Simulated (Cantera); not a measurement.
A perfectly stirred reactor is fed with H2 : O2 : N2 : H2O = 1 : 0.294 : 1.11 : 0.11 (molar parts), equivalence ratio 1.7, at 0.878 atm; it is adiabatic with a 625 K inlet, and is followed from long to short residence time, starting on the burning branch (τ in s: 0.046, 0.022, 0.011, 0.0053, 0.0026, 0.0013, 0.00062, 0.0003, 0.00015, 7.2e-05, 3.5e-05).

Cantera simulation using the H2/O2 subset of GRI-Mech 3.0, which has no nitrogen chemistry; the numbers are that mechanism's predictions, not measurements.

Question: What does this change do: H2 1 to 0.66 parts?

Answer: 
```tsv
quantity	before	after
blow-out, bracketed by the residence times tried	burning at 35.0 µs, the shortest tried	burning at 35.0 µs, the shortest tried
x(H2) at τ = 46.0 ms	0.182	0.0447
x(O2) at τ = 46.0 ms	6.19e-5	0.00230
x(H2O) at τ = 46.0 ms	0.311	0.354
x(H) at τ = 46.0 ms	0.00720	0.00548
x(O) at τ = 46.0 ms	5.29e-5	0.000692
x(H2) at τ = 1.30 ms	0.173	0.0551
x(O2) at τ = 1.30 ms	0.000796	0.00777
x(H2O) at τ = 1.30 ms	0.300	0.329
x(H) at τ = 1.30 ms	0.0290	0.0159
x(O) at τ = 1.30 ms	0.000747	0.00291
```

Question: What does this change do: inlet temperature 625 to 550 K?

Answer: 
| quantity | before | after |
|---|---|---|
| blow-out, bracketed by the residence times tried | burning at 35.0 µs, the shortest tried | burning at 35.0 µs, the shortest tried |
| x(H2) at τ = 46.0 ms | 0.182 | 0.183 |
| x(O2) at τ = 46.0 ms | 6.19e-5 | 5.72e-5 |
| x(H2O) at τ = 46.0 ms | 0.311 | 0.311 |
| x(H) at τ = 46.0 ms | 0.00720 | 0.00653 |
| x(O) at τ = 46.0 ms | 5.29e-5 | 4.06e-5 |
| x(H2) at τ = 1.30 ms | 0.173 | 0.173 |
| x(O2) at τ = 1.30 ms | 0.000796 | 0.000764 |
| x(H2O) at τ = 1.30 ms | 0.300 | 0.301 |
| x(H) at τ = 1.30 ms | 0.0290 | 0.0284 |
| x(O) at τ = 1.30 ms | 0.000747 | 0.000670 |
